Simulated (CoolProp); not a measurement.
c-C4F8 (RC318) at several states: Z from the reference equation and from simpler models built on Tc = 388.4 K, pc = 2.778 MPa, ω = 0.355; each cubic takes its own stable root.

Model: reference Helmholtz-energy equation of state, Platzer 1990, in CoolProp. This equation is an older, rougher fit; its heat capacities, sound speeds and derivatives of the liquid may be far off and weren't checked against measurements.

| T (K) | p (MPa) | phase | reference |
|---|---|---|---|
| 245.2 | 0.749 | liquid | 0.04341 |
| 325.5 | 0.0132 | gas | 0.9972 |
| 364.9 | 0.0134 | gas | 0.9980 |
| 303.2 | 0.0401 | gas | 0.9890 |
| 493.1 | 2.81 | supercritical | 0.8588 |

Task: How far does each simpler model (van der Waals, Redlich-Kwong, Soave-Redlich-Kwong, Peng-Robinson) lie from the reference over these 5 states: mean and median of the absolute difference, and the worst?

Result: 
- van der Waals: mean 13.6 %, median 0.3 %, worst +62.4 % at 245.2 K and 0.749 MPa
- Redlich-Kwong: mean 3.0 %, median 0.1 %, worst +10.9 % at 245.2 K and 0.749 MPa
- Soave-Redlich-Kwong: mean 1.4 %, median 0.0 %, worst +5.8 % at 245.2 K and 0.749 MPa
- Peng-Robinson: mean 1.6 %, median 0.1 %, worst -6.2 % at 245.2 K and 0.749 MPa
